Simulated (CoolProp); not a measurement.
Properties of R1132(E) along the isotherm 397.1 K.

The numbers come from the reference Helmholtz-energy equation of state, Akasaka 2024 in CoolProp.

```
p (bar)          phase  density (kg/m³)  isothermal compressibility (1/MPa)
-------  -------------  ---------------  ----------------------------------
0.206              gas           0.3999                               48.59
0.468              gas           0.9095                               21.41
1.06               gas            2.065                               9.477
2.42               gas            4.743                               4.176
5.51               gas            10.95                               1.860
12.5               gas            25.65                              0.8478
28.6               gas            63.80                              0.4060
65       supercritical            187.6                              0.2423
```
